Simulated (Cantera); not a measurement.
An adiabatic, constant-pressure homogeneous reactor starts with CH4 : O2 : N2 = 1 : 2.44 : 9.17 (molar parts), at 1450 K and 3750 Torr. Integrator tolerance rtol = 1e-08.

Model: GRI-Mech 3.0 (53 species, 325 reactions), integrated in Cantera.

Problem. What does this change do: constant volume in place of constant pressure?

Solution. 
```csv
quantity,before,after
time of steepest temperature rise,0.512 ms,0.482 ms
temperature at 0.300 s,2738 K,2938 K
equilibrium temperature,2738 K,2938 K
x(CH4) at 0.300 s,<1e-12 (gas-phase equilibrium <1e-12),<1e-12 (gas-phase equilibrium <1e-12)
x(O2) at 0.300 s,0.0344 (gas-phase equilibrium 0.0344),0.0348 (gas-phase equilibrium 0.0348)
x(NO) at 0.300 s,0.0130 (gas-phase equilibrium 0.0130),0.0170 (gas-phase equilibrium 0.0170)
x(H) at 0.300 s,0.00226 (gas-phase equilibrium 0.00226),0.00367 (gas-phase equilibrium 0.00367)
x(CO2) at 0.300 s,0.0607 (gas-phase equilibrium 0.0607),0.0536 (gas-phase equilibrium 0.0536)
x(C2H6) at 0.300 s,<1e-12 (gas-phase equilibrium <1e-12),<1e-12 (gas-phase equilibrium <1e-12)
```

Problem. What does this change do: CH4 1 to 0.51 parts?

Solution. 
| quantity | before | after |
|---|---|---|
| time of steepest temperature rise | 0.512 ms | 0.394 ms |
| temperature at 0.300 s | 2738 K | 2286 K |
| equilibrium temperature | 2738 K | 2286 K |
| x(CH4) at 0.300 s | <1e-12 (gas-phase equilibrium <1e-12) | <1e-12 (gas-phase equilibrium <1e-12) |
| x(O2) at 0.300 s | 0.0344 (gas-phase equilibrium 0.0344) | 0.111 (gas-phase equilibrium 0.111) |
| x(NO) at 0.300 s | 0.0130 (gas-phase equilibrium 0.0130) | 0.0108 (gas-phase equilibrium 0.0108) |
| x(H) at 0.300 s | 0.00226 (gas-phase equilibrium 0.00226) | 5.90e-5 (gas-phase equilibrium 5.90e-5) |
| x(CO2) at 0.300 s | 0.0607 (gas-phase equilibrium 0.0607) | 0.0414 (gas-phase equilibrium 0.0414) |
| x(C2H6) at 0.300 s | <1e-12 (gas-phase equilibrium <1e-12) | <1e-12 (gas-phase equilibrium <1e-12) |
